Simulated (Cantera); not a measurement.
Cantera run:

```python
import numpy as np
import cantera as ct

gas_names = """
    O2 N2
""".split()
cond_names = """
    Zr(b) ZrN(s) ZrO2(b)
""".split()


def load(file, names, dense=False):
    # The tables refer to 1 bar. Condensed volumes are neglected.
    table = {s.name: s for s in ct.Species.list_from_file(file)}
    out = []
    for n in names:
        d = dict(table[n].input_data)
        d["thermo"] = dict(d["thermo"], **{"reference-pressure": 1e5})
        if dense:
            d["equation-of-state"] = {"model": "constant-volume", "density": "1e6 g/cm^3"}
        out.append(ct.Species.from_dict(d))
    return out


species = {s.name: s for s in load("nasa_gas.yaml", gas_names) + load("nasa_condensed.yaml", cond_names)}
T = 1800
g = {n: (s.thermo.h(T) - T * s.thermo.s(T)) / (ct.gas_constant * T * np.log(10)) for n, s in species.items()}
valid = cond_names  # the entries whose range holds T


def stable(la, lb):
    # potentials (over RT ln 10) of the two non-metals from log10 p(O2) and log10 p(N2) in bar
    mu = {}
    mu["O"] = (g["O2"] + la) / 2
    mu["N"] = (g["N2"] + lb) / 2
    cost = {}
    for n in valid:
        c = species[n].composition
        cost[n] = (g[n] - sum(c.get(e, 0) * m for e, m in mu.items())) / c["Zr"]
    return min(cost, key=cost.get)


results = []
for lb in [0, -1.2, -2.3, -3.5, -4.7, -5.8, -7, -8.2, -9.3, -10.5, -11.7, -12.8, -14]:
    row = [stable(la, lb) for la in [-20, -19.1, -18.3, -17.4, -16.5, -15.7, -14.8, -13.9, -13, -12.2, -11.3, -10.4, -9.6, -8.7, -7.8, -7, -6.1, -5.2, -4.3, -3.5, -2.6, -1.7, -0.9, 0]]
    results.append(row)
    print(f"{lb:6.1f}  " + " ".join(f"{valid.index(n):x}" for n in row))
print("key: " + ", ".join(f"{i:x} {n}" for i, n in enumerate(valid)))
```

Output:

```
   0.0  1 1 1 1 1 2 2 2 2 2 2 2 2 2 2 2 2 2 2 2 2 2 2 2
  -1.2  1 1 1 1 2 2 2 2 2 2 2 2 2 2 2 2 2 2 2 2 2 2 2 2
  -2.3  1 1 1 2 2 2 2 2 2 2 2 2 2 2 2 2 2 2 2 2 2 2 2 2
  -3.5  1 1 1 2 2 2 2 2 2 2 2 2 2 2 2 2 2 2 2 2 2 2 2 2
  -4.7  1 1 2 2 2 2 2 2 2 2 2 2 2 2 2 2 2 2 2 2 2 2 2 2
  -5.8  1 2 2 2 2 2 2 2 2 2 2 2 2 2 2 2 2 2 2 2 2 2 2 2
  -7.0  1 2 2 2 2 2 2 2 2 2 2 2 2 2 2 2 2 2 2 2 2 2 2 2
  -8.2  2 2 2 2 2 2 2 2 2 2 2 2 2 2 2 2 2 2 2 2 2 2 2 2
  -9.3  2 2 2 2 2 2 2 2 2 2 2 2 2 2 2 2 2 2 2 2 2 2 2 2
 -10.5  2 2 2 2 2 2 2 2 2 2 2 2 2 2 2 2 2 2 2 2 2 2 2 2
 -11.7  2 2 2 2 2 2 2 2 2 2 2 2 2 2 2 2 2 2 2 2 2 2 2 2
 -12.8  2 2 2 2 2 2 2 2 2 2 2 2 2 2 2 2 2 2 2 2 2 2 2 2
 -14.0  2 2 2 2 2 2 2 2 2 2 2 2 2 2 2 2 2 2 2 2 2 2 2 2
key: 0 Zr(b), 1 ZrN(s), 2 ZrO2(b)
```

Standard-state values (1 bar) from the NASA 1993 polynomials, evaluated with Cantera. ZrN: taken at fixed stoichiometry.
